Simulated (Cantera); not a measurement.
A freely propagating, adiabatic, planar premixed flame of 12.0 % CH₄, 18.5 % O₂, 69.5 % N₂, equivalence ratio 1.3, unburnt at 573 K and 0.370 bar; multicomponent transport, grid criteria slope 0.08 and curve 0.16, no radiation.

Detailed kinetics in Cantera: GRI-Mech 3.0 (53 species, 325 reactions). Burning velocities carry a grid error of a few per cent, more on coarse grids.

### Question
Predict: laminar burning velocity; thermal thickness; peak x(CH₂); peak x(H); peak x(CH₃).

### Answer
```json
{
 "laminar_burning_velocity": "117 cm/s",
 "thermal_thickness": "0.892 mm",
 "peak x(CH₂)": "0.000107",
 "peak x(H)": "0.0135",
 "peak x(CH₃)": "0.00528"
}
```
